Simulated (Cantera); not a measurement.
Charge: 1 mol SiH₂Cl₂, 0.073 mol O₂, 1.4 mol N₂, equilibrated at 2148 K and 5.78 Torr.

These are equilibrium values from Cantera (NASA tables, ideal gas, pure condensed phases), not measurements of a reactor. Candidate condensed phases: H₂O, NH₄Cl, Si, SiO₂, Si₂N₂O, Si₃N₄; 47 gas species. The tables' values for SiCl, SiCl₃, SiN are old estimates; treat these amounts as uncertain. Gases not in the tables: Si₂H₆ and higher silanes. Equilibrium is a limit: real reactors are often held back by kinetics, nucleation or transport.

Base state: N₂ 0.375, H₂ 0.189, SiCl₂ 0.188, HCl 0.136, SiO 0.0392, Si 0.0269, H 0.0207, SiCl 0.0113 (mole fractions); condensed: gas only.

Problem. What changes in the equilibrium state with this change: O₂ from 0.073 to 0.14 mol?

Solution. 
```json
[
 {"species": "N₂", "before": "0.375", "after": "0.367"},
 {"species": "HCl", "before": "0.136", "after": "0.169"},
 {"species": "H₂", "before": "0.189", "after": "0.168"},
 {"species": "SiO", "before": "0.0392", "after": "0.0735"},
 {"species": "SiCl₂", "before": "0.188", "after": "0.166"},
 {"species": "Si", "before": "0.0269", "after": "0.0138"},
 {"species": "SiCl", "before": "0.0113", "after": "0.00761"},
 {"species": "Cl", "before": "0.0109", "after": "0.0143"},
 {"species": "H", "before": "0.0207", "after": "0.0195"},
 {"species": "Si₃", "before": "6.85e-5", "after": "9.28e-6"},
 {"species": "Si₂N", "before": "0.000293", "after": "7.65e-5"},
 {"species": "Si₂", "before": "0.000364", "after": "9.61e-5"},
 {"species": "SiH₂", "before": "4.14e-5", "after": "1.89e-5"},
 {"species": "SiH", "before": "0.000503", "after": "0.000244"}
]
```

Problem. What changes in the equilibrium state with this change: pressure from 5.78 Torr to 75.0 Torr?

Solution. 
```
species       before    after
----------  --------  -------
N₂             0.375    0.392
H₂             0.189    0.206
SiCl₂          0.188    0.201
Si            0.0269  0.00220
Cl            0.0109  0.00303
H             0.0207  0.00598
SiCl          0.0113  0.00335
HCl            0.136    0.143
SiO           0.0392   0.0409
SiHCl₃       1.89e-6  2.75e-5
SiCl₄        2.66e-6  3.72e-5
Si₂         0.000364  3.17e-5
Si₃          6.85e-5  6.34e-6
Si(l), mol         0    0.103
```
